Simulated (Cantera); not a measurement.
An adiabatic, constant-volume homogeneous reactor starts with CH4 : H2 : O2 : N2 = 1 : 0.47 : 2.79 : 10.5 (molar parts), equivalence ratio 0.80, at 1750 K and 1.60 bar. Integrator tolerance rtol = 1e-08.

Cantera simulation using GRI-Mech 3.0 (53 species, 325 reactions); the numbers are that mechanism's predictions, not measurements.

Q: What does this change do: H2 0.47 to 0.26 parts?

A: 
```tsv
quantity	before	after
time of steepest temperature rise	41.6 µs	56.7 µs
temperature at 6.00 s	2946 K	2923 K
equilibrium temperature	2946 K	2923 K
x(CH4) at 6.00 s	<1e-12 (gas-phase equilibrium <1e-12)	<1e-12 (gas-phase equilibrium <1e-12)
x(H2) at 6.00 s	0.0147 (gas-phase equilibrium 0.0147)	0.0120 (gas-phase equilibrium 0.0120)
x(O2) at 6.00 s	0.0397 (gas-phase equilibrium 0.0397)	0.0445 (gas-phase equilibrium 0.0445)
x(O) at 6.00 s	0.0113 (gas-phase equilibrium 0.0113)	0.0110 (gas-phase equilibrium 0.0110)
x(HCO) at 6.00 s	6.52e-8 (gas-phase equilibrium 6.52e-8)	5.23e-8 (gas-phase equilibrium 5.23e-8)
```
